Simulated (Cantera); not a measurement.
Feed: 1 mol SiF₄, a varied amount of N₂O, 0.7 mol H₂, equilibrated at 1848 K and 10.0 mbar.

Equilibrium computed with Cantera from the NASA thermochemical tables; the gas is ideal and each condensed phase is pure. Candidate condensed phases: H₂O, Si, SiO₂, Si₂N₂O, Si₃N₄; 58 gas species. The tables' values for SiF₃ are old estimates; treat these amounts as uncertain. The tables hold silica as quartz up to 1696 K and as liquid above; real silica turns to tridymite and cristobalite and melts near 1996 K. Kinetics and transport are ignored.

At 1.2 mol N₂O, list the 7 most abundant gas species with their mole fractions, and the condensed phases.

HF 0.393, N₂ 0.342, SiF₄ 0.188, O₂ 0.0703, H₂O 0.00364, NO 0.00186, O 0.000502. Condensed: SiO₂(condensed).
